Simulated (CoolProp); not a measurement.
Vapour-liquid equilibrium of propane (1) + neopentane (2) at 1.11 MPa; x and y are mole fractions of (1).

Values from CoolProp's multi-fluid Helmholtz-energy mixture model, Lemmon 2009 and Lemmon 2006; pair parameters Bell 2016.

```
x     bubble temperature (K)  y at the bubble point  dew temperature at overall composition x (K)  liquid density (mol/L)
----  ----------------------  ---------------------  --------------------------------------------  ----------------------
0.05                   369.4                  0.094                                         371.0                   6.899
0.15                   362.9                  0.266                                         367.4                   7.258
0.25                   356.5                  0.419                                         363.5                   7.636
0.35                   349.8                  0.557                                         359.5                   8.040
0.45                   342.6                  0.681                                         355.1                   8.470
0.55                   335.1                  0.786                                         350.1                   8.926
0.65                   327.4                  0.869                                         344.5                   9.400
0.75                   319.8                  0.929                                         337.9                   9.880
0.85                   312.8                  0.969                                         329.3                   10.35
0.95                   306.8                  0.993                                         316.5                   10.76
```

No azeotrope shows between x = 0.05 and 0.95.

The pair parameters rest on a limited set of measurements; away from them the model extrapolates.
